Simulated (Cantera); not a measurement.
**Thermodynamics of iron carbonyl, mercury and lead vapours, feed HgO + N2**

Feed: 1 mol HgO, a varied amount of N2, equilibrated at 527 °C and 10.0 Torr.

Method: chemical equilibrium by Gibbs-energy minimisation in Cantera with the NASA 1993 tables (ideal gas, pure condensed phases). Candidate condensed phases: Hg, HgO; 10 gas species. Equilibrium is a limit: real reactors are often held back by kinetics, nucleation or transport.

From 6.7 mol N2 to 52 mol N2 nothing is condensed. The main Hg-bearing gas is Hg throughout.

```json
[
 {"n(N2) (mol)": "6.7", "x N2": "0.817", "x Hg": "0.122", "x O2": "0.0610", "x NO": "1.10e-6", "x NO2": "2.12e-8"},
 {"n(N2) (mol)": "8.3", "x N2": "0.847", "x Hg": "0.102", "x O2": "0.0510", "x NO": "1.02e-6", "x NO2": "1.80e-8"},
 {"n(N2) (mol)": "10", "x N2": "0.870", "x Hg": "0.0870", "x O2": "0.0435", "x NO": "9.58e-7", "x NO2": "1.56e-8"},
 {"n(N2) (mol)": "12", "x N2": "0.889", "x Hg": "0.0741", "x O2": "0.0370", "x NO": "8.94e-7", "x NO2": "1.34e-8"},
 {"n(N2) (mol)": "15", "x N2": "0.909", "x Hg": "0.0606", "x O2": "0.0303", "x NO": "8.17e-7", "x NO2": "1.11e-8"},
 {"n(N2) (mol)": "19", "x N2": "0.927", "x Hg": "0.0488", "x O2": "0.0244", "x NO": "7.41e-7", "x NO2": "9.02e-9"},
 {"n(N2) (mol)": "23", "x N2": "0.939", "x Hg": "0.0408", "x O2": "0.0204", "x NO": "6.82e-7", "x NO2": "7.59e-9"},
 {"n(N2) (mol)": "28", "x N2": "0.949", "x Hg": "0.0339", "x O2": "0.0169", "x NO": "6.25e-7", "x NO2": "6.34e-9"},
 {"n(N2) (mol)": "34", "x N2": "0.958", "x Hg": "0.0282", "x O2": "0.0141", "x NO": "5.72e-7", "x NO2": "5.29e-9"},
 {"n(N2) (mol)": "42", "x N2": "0.966", "x Hg": "0.0230", "x O2": "0.0115", "x NO": "5.19e-7", "x NO2": "4.34e-9"},
 {"n(N2) (mol)": "52", "x N2": "0.972", "x Hg": "0.0187", "x O2": "0.00935", "x NO": "4.69e-7", "x NO2": "3.54e-9"}
]
```
x: gas mole fraction; nothing condenses.
